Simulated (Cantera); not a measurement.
## Equilibrium for nitride etching: AlN + HCl + H2 + Cl2

Charge: 1 mol AlN, 53 mol HCl, 7.9 mol H2, 1 mol Cl2, at 0.330 bar.

Equilibrium computed with Cantera from the NASA thermochemical tables; the gas is ideal and each condensed phase is pure. Candidate condensed phases: Al, AlCl3, AlN, NH4Cl; 20 gas species. The tables' values for AlCl2 are old estimates; treat these amounts as uncertain. The numbers say what is thermodynamically allowed, not how fast it happens.

| T (K) | x HCl | x H2 | x AlCl3 | x Cl | x N2 | x AlCl2 | x H |
|---|---|---|---|---|---|---|---|
| 923 | 0.840 | 0.136 | 0.0161 | 9.37e-10 | 0.00808 | 9.08e-10 | 1.57e-10 |
| 1073 | 0.840 | 0.136 | 0.0161 | 5.03e-8 | 0.00808 | 3.91e-8 | 8.98e-9 |
| 1223 | 0.840 | 0.136 | 0.0162 | 1.03e-6 | 0.00808 | 6.57e-7 | 1.93e-7 |
| 1373 | 0.840 | 0.136 | 0.0161 | 1.10e-5 | 0.00808 | 5.89e-6 | 2.14e-6 |
| 1523 | 0.840 | 0.136 | 0.0161 | 7.36e-5 | 0.00808 | 3.39e-5 | 1.48e-5 |
| 1673 | 0.840 | 0.136 | 0.0160 | 0.000353 | 0.00808 | 0.000141 | 7.30e-5 |
| 1823 | 0.838 | 0.136 | 0.0156 | 0.00131 | 0.00807 | 0.000453 | 0.000278 |
| 1973 | 0.835 | 0.136 | 0.0147 | 0.00397 | 0.00805 | 0.00117 | 0.000866 |
| 2123 | 0.827 | 0.137 | 0.0129 | 0.0103 | 0.00801 | 0.00244 | 0.00231 |
x: gas mole fraction; nothing condenses.

From 923 K to 2123 K nothing is condensed. The main Al-bearing gas is AlCl3 throughout.
